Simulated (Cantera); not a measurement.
An isothermal, constant-pressure homogeneous reactor starts with 94.5 % N₂O, 5.48 % O₂, at 1423 K and 21000 Pa.

Detailed kinetics in Cantera: GRI-Mech 3.0 (53 species, 325 reactions). GRI-Mech 3.0 was tuned for natural gas; its chemistry of N2O as a main component is partial and can be far from experiment. The temperature is held fixed by assumption; the heat of reaction is taken as removed at once.

One state of this run: x N₂O = 0.577; x O₂ = 0.147; x N₂ = 0.224; x O = 3.16e-5; x NO = 0.0517. x: mole fraction; the columns are a selection and need not sum to one.

Q: Which value of t (s) does it belong to?
(A) 0.0809
(B) 0.000100
(C) 200
(D) 0.00285

A: A, 0.0809
